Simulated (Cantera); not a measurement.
A closed system holds: 1 mol Cr, 0.22 mol O₂, 33 mol H₂, held at 2123 K and 41000 Pa.

These are equilibrium values from Cantera (NASA tables, ideal gas, pure condensed phases), not measurements of a reactor. Candidate condensed phases: Cr, Cr₂O₃, H₂O; 13 gas species. Rates play no part.

Base state: H₂ 0.971, H₂O 0.0130, Cr 0.0102, H 0.00552, CrO 0.000105 (mole fractions); condensed: Cr(s).

**Question.** What changes in the equilibrium state with this change: temperature from 2123 K to 975 K?

**Answer.** 
```tsv
species	before	after
H₂	0.971	1.000
H₂O	0.0130	5.58e-6
H	0.00552	1.79e-9
Cr	0.0102	<1e-9
CrO	0.000105	<1e-9
Cr(s), mol	0.656	0.707
Cr₂O₃(s), mol	0	0.147
```

**Question.** What changes in the equilibrium state with this change: temperature from 2123 K to 2625 K?

**Answer.** 
```tsv
species	before	after
H₂	0.971	0.897
H	0.00552	0.0628
Cr	0.0102	0.0281
H₂O	0.0130	0.0119
OH	9.17e-6	0.000198
CrO	0.000105	0.000422
Cr(s), mol	0.656	0
```

**Question.** What changes in the equilibrium state with this change: pressure from 41000 Pa to 6.50 Pa?

**Answer.** 
```json
[
 {"species": "H₂", "before": "0.971", "after": "0.616"},
 {"species": "H", "before": "0.00552", "after": "0.349"},
 {"species": "Cr", "before": "0.0102", "after": "0.0240"},
 {"species": "H₂O", "before": "0.0130", "after": "0.00945"},
 {"species": "O", "before": "3.70e-8", "after": "0.000266"},
 {"species": "OH", "before": "9.17e-6", "after": "0.000663"},
 {"species": "CrO", "before": "0.000105", "after": "0.000283"},
 {"species": "Cr(s), mol", "before": "0.656", "after": "0"}
]
```
